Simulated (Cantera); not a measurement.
Input (Python, Cantera) and output of one run.

```python
import numpy as np
import cantera as ct

gas_names = """
    Cu CuF CuF2 Cu2 F F2 H HF H2 H2F2 H3F3 H4F4 H5F5 H6F6 H7F7 N NF NF2 NF3 NH NH2 NH3 N2 N2H2 N2H4
""".split()
cond_names = """
    Cu(cr) Cu(L) CuF2(s) CuF2(L)
""".split()


# ... load() reads the species with a 1 bar reference pressure and builds the phases ...
atoms = {
    'Cu': {'Cu': 1},
    'HF': {'H': 1, 'F': 1},
    'N2': {'N': 2},
}
top_T = {}  # K; cautious upper limits of use, not melting points


# ... equilibrate(T, P, feed) seeds the gas with the atoms and calls Mixture.equilibrate('TP', solver="vcs", rtol=1e-11, max_steps=5000) ...
results = []
feed = {'Cu': 1, 'HF': 9.8, 'N2': 0.46}  # mol
T = 798.15  # K
P = 1333.22  # Pa
mix = equilibrate(T, P, feed)
results.append((T, P, feed, dict(zip(mix.species_names, mix.species_moles))))
x = sorted(zip(gas.X, gas.species_names), reverse=True)
print(f"T = {T:g} K  P = {P:g} Pa  gas = {mix.phase_moles(0):.4g} mol")
print("   x: " + "  ".join(f"{s} {v:.3e}" for v, s in x if v > 0.001))
print("   condensed (mol): " + ("  ".join(f"{mix.phase(i).name} {mix.phase_moles(i):.4g}"
      for i in range(1, mix.n_phases) if mix.phase_moles(i) > 1e-12) or "none"))
```

Result:

```
T = 798.15 K  P = 1333.22 Pa  gas = 10.26 mol
   x: HF 9.552e-01  N2 4.483e-02
   condensed (mol): Cu(cr) 1
```

Method: chemical equilibrium by Gibbs-energy minimisation in Cantera with the NASA 1993 tables (ideal gas, pure condensed phases).
